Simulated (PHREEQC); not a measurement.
Make-up at 25 °C: 0.0089 mol HF and 0.034 mol NH4F per kg of water. Closed to the air; pH follows from the charge balance.

The numbers come from PHREEQC with the ion-association model, phreeqc.dat.

Precipitation was switched off in this run.

**Question.** Order these F species by the share of F that they hold, largest first: HF2-, F-, HF.

**Answer.** F- (77 %), HF (18 %), HF2- (4.6 %)

The pH is 3.73 and the ionic strength 0.0342 mol/kgw. Complexes and solids missing from the database can't appear.
